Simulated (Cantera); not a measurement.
**Equilibrium for boron, boron nitride and boron oxide: B2O3 + H2O**

Feed: 1 mol B2O3, a varied amount of H2O, equilibrated at 1827 °C and 1.33 mbar.

Method: chemical equilibrium by Gibbs-energy minimisation in Cantera with the NASA 1993 tables (ideal gas, pure condensed phases). Candidate condensed phases: B, B2O3, B3O3H3, H2O; 23 gas species. The numbers say what is thermodynamically allowed, not how fast it happens.

```tsv
n(H2O) (mol)	log p B2O3	log p H2O	log p HBO2	log p H2	log p BO2	log p O2	log p OH	log p H	log p BO
0.11	-2.99	-5.22	-3.65	-5.29	-4.35	-6.31	-6.01	-5.15	-4.57
0.16	-3.03	-4.92	-3.52	-5.08	-4.33	-6.14	-5.81	-5.05	-4.63
0.23	-3.09	-4.63	-3.40	-4.90	-4.30	-5.92	-5.61	-4.96	-4.72
0.33	-3.16	-4.36	-3.30	-4.74	-4.28	-5.68	-5.42	-4.88	-4.81
0.47	-3.26	-4.11	-3.23	-4.61	-4.27	-5.44	-5.23	-4.81	-4.92
0.69	-3.41	-3.85	-3.17	-4.49	-4.28	-5.19	-5.04	-4.75	-5.06
0.99	-3.58	-3.65	-3.16	-4.38	-4.31	-4.99	-4.89	-4.70	-5.20
1.4	-3.78	-3.48	-3.17	-4.29	-4.37	-4.83	-4.76	-4.65	-5.33
2.1	-4.04	-3.32	-3.22	-4.21	-4.47	-4.68	-4.65	-4.61	-5.50
3	-4.30	-3.22	-3.30	-4.15	-4.57	-4.59	-4.58	-4.58	-5.65
4.3	-4.57	-3.15	-3.40	-4.11	-4.69	-4.53	-4.52	-4.56	-5.81
6.3	-4.87	-3.09	-3.52	-4.08	-4.83	-4.48	-4.48	-4.55	-5.97
```
log p: log10 of the partial pressure in bar; nothing condenses.

From 0.11 mol H2O to 6.3 mol H2O nothing is condensed. The main B-bearing gas is B2O3 at 0.11 mol H2O and HBO2 at 6.3 mol H2O.
